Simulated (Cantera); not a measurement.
Charge: 1 mol CH3Cl, 0.78 mol F2, 0.16 mol H2, held at 2.90e-5 bar.

These are equilibrium values from Cantera (NASA tables, ideal gas, pure condensed phases), not measurements of a reactor. Candidate condensed phases: C, C6H6, C7H8, C8H18; 118 gas species. Equilibrium is a limit: real reactors are often held back by kinetics, nucleation or transport.

Q: At 2475 K, list the 5 most abundant gas species with their mole fractions, and the condensed phases.

A: H 0.398, HF 0.322, Cl 0.218, F 0.0276, C3 0.0116. Condensed: C(graphite).
